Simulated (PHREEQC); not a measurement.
City or well water (model solution)

Synthetic water in mg/L, 25 °C, pH 7.95, pe 10.6:

| constituent | mg/L |
|---|---|
| Na | 16.7 |
| K | 0.482 |
| Ca | 15.7 |
| Mg | 12.5 |
| Cl | 42.3 |
| S(6) as SO4 | 13.4 |
| Alkalinity as HCO3 | 63.7 |
| F | 0.0807 |

Valence states are taken as typed.

Equilibrium calculation in PHREEQC: ion-association model, phreeqc.dat.

* **ionic strength**: 0.00350 mol/kgw
* **specific conductance**: 275 µS/cm
* **charge-balance error**: 0.6 %

```tsv
species	molality	activity	log γ
Cl-	0.00119	0.00112	-0.028
HCO3-	0.00102	0.000955	-0.027
Na+	0.000726	0.000681	-0.028
Mg+2	0.000499	0.000389	-0.108
Ca+2	0.000381	0.000296	-0.109
SO4-2	0.000125	9.71e-5	-0.110
```

This is a speciation only: nothing precipitates in the calculation.
